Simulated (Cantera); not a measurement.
Charge: 1 mol SiHCl3, 0.6 mol C2H4, 59 mol H2, at 1300 K.

Equilibrium computed with Cantera from the NASA thermochemical tables; the gas is ideal and each condensed phase is pure. Candidate condensed phases: C, C6H6, C7H8, C8H18, Si, SiC; 109 gas species. The tables' values for SiCl3 are old estimates; treat these amounts as uncertain. The numbers say what is thermodynamically allowed, not how fast it happens.

x: gas mole fraction; n: condensed amount in mol.

```csv
P (Pa),x H2,x HCl,x CH4,x SiCl4,x SiHCl3,n C(graphite),n SiC(s)
100,0.952,0.0482,7.12e-6,___,3.09e-8,0.201,0.999
320,0.952,0.0482,2.28e-5,___,9.89e-8,0.200,0.999
1000,0.952,0.0482,7.12e-5,___,3.09e-7,0.197,0.999
3200,0.952,0.0482,0.000228,___,9.89e-7,0.187,0.999
10000,0.951,0.0482,0.000711,___,3.09e-6,0.158,0.998
32000,0.949,0.0482,0.00227,___,9.92e-6,0.0620,0.997
100000,0.949,0.0478,0.00343,___,6.24e-5,0,0.988
```

Task: Fill in the missing entries.

Result: 
- 100, x SiCl4: 3.43e-8
- 320, x SiCl4: 1.10e-7
- 1000, x SiCl4: 3.43e-7
- 3200, x SiCl4: 1.10e-6
- 10000, x SiCl4: 3.44e-6
- 32000, x SiCl4: 1.11e-5
- 100000, x SiCl4: 6.90e-5
